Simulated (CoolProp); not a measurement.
Saturation properties of fluorine (Tc = -128.7 °C, pc = 5.240 MPa, ω = 0.045).

Model: reference Helmholtz-energy equation of state, de Reuck 1990, in CoolProp.

| T (°C) | p (MPa) | liquid density (kg/m³) | vapour Z |
|---|---|---|---|
| -166.85 | 0.6895 | 1338 | 0.8753 |
| -162.95 | 0.9010 | 1303 | 0.8510 |
| -159.05 | 1.156 | 1267 | 0.8239 |
| -155.25 | 1.450 | 1229 | 0.7942 |
| -151.35 | 1.805 | 1188 | 0.7600 |
| -147.55 | 2.206 | 1143 | 0.7224 |
| -143.65 | 2.682 | 1092 | 0.6782 |
| -139.75 | 3.228 | 1032 | 0.6266 |
| -135.95 | 3.835 | 959.7 | 0.5656 |

It boils at -188.1 °C under 1 atm.
